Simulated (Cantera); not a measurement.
Input: 1 mol Si, 4.6 mol H₂, 0.63 mol Cl₂, held at 1.00 bar.

Equilibrium computed with Cantera from the NASA thermochemical tables; the gas is ideal and each condensed phase is pure. Candidate condensed phases: Si; 19 gas species. The numbers say what is thermodynamically allowed, not how fast it happens.

Over these rows the condensed part is Si(s). Partial pressures as log10 of bar:

```tsv
T (K)	1000/T (1/K)	log p SiCl₂	log p H₂	log p SiCl₄	log p SiHCl₃
773	1.2937	-6.24	-0.03	-1.40	-1.51
873	1.1455	?	-0.03	-1.39	-1.53
973	1.0277	-4.03	-0.04	-1.40	-1.55
1073	0.9320	-3.25	-0.04	-1.42	-1.58
1173	0.8525	-2.63	-0.04	-1.47	-1.63
1273	0.7855	-2.13	-0.05	-1.56	-1.71
```

### Question
Fit log p(SiCl₂) = a + b·(1000/T) to the five rows, give the apparent enthalpy, and predict the row at 873 K.

### Answer
Means: 1000/T = 0.9783, log p = -3.656. Sxy = -1.275551, Sxx = 0.1570587, so b = -8.12 and a = -3.656 − (-8.12)×0.9783 = 4.29.
Apparent enthalpy: −19.145 × (-8.12) = 155 kJ/mol. With the condensed phases at unit activity, 1/2 Si(s) + 1/2 SiCl₄(g) = SiCl₂(g) links this pressure to the main gases: over the six rows their terms move log p by -0.08 in all, so the slope is close to that reaction's ΔH°. The five rows lie within 0.04 of the line.
Prediction at 873 K: 4.29 + (-8.12)×1.1455 = -5.01. The computed value is -5.00, 0.01 from the line.
